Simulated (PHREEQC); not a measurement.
Solution A (3.2 mmol/kgw CaSO4) is mixed with solution B (0.012 mol HF, 0.14 mol NaF and 0.00073 mol H2SiF6 per kg of water) at 25 °C; shares are by mass of water, 1 kg in all. Oxygen is held at 0.21 atm. No CO2 enters from the air. Only these solids could form: Gypsum, Fluorite, Portlandite, Quartz, Mirabilite.

The numbers come from PHREEQC with the ion-association model, wateq4f.dat.

| share of solution B | pH | Fluorite (mol) | F in solution (mol/kgw) | Ca in solution (mol/kgw) | SO4-2 (mol/kgw) | F- (mol/kgw) |
|---|---|---|---|---|---|---|
| 0 | 7.03 | 0 | 0 | 0.00320 | 0.00260 | 0 |
| 0.1 | 3.96 | 0.00288 | 0.00988 | 1.01e-6 | 0.00275 | 0.00815 |
| 0.2 | 4.07 | 0.00256 | 0.0262 | 1.65e-7 | 0.00238 | 0.0222 |
| 0.3 | 4.11 | 0.00224 | 0.0424 | 7.27e-8 | 0.00203 | 0.0361 |
| 0.4 | 4.13 | 0.00192 | 0.0587 | 4.34e-8 | 0.00171 | 0.0498 |
| 0.5 | 4.15 | 0.00160 | 0.0750 | 3.00e-8 | 0.00140 | 0.0633 |
| 0.6 | 4.16 | 0.00128 | 0.0913 | 2.25e-8 | 0.00110 | 0.0767 |
| 0.7 | 4.18 | 0.000960 | 0.108 | 1.78e-8 | 0.000813 | 0.0899 |
| 0.8 | 4.19 | 0.000640 | 0.124 | 1.47e-8 | 0.000534 | 0.103 |
| 0.9 | 4.20 | 0.000320 | 0.140 | 1.24e-8 | 0.000264 | 0.116 |
| 1 | 4.21 | 0 | 0.156 | 0 | 0 | 0.129 |

Fluorite from share of solution B = 0.1 (pH 3.96), last present at share of solution B = 0.9.

Species that the database lacks are ignored. SiF6-2 is the database's only silicon fluoride.
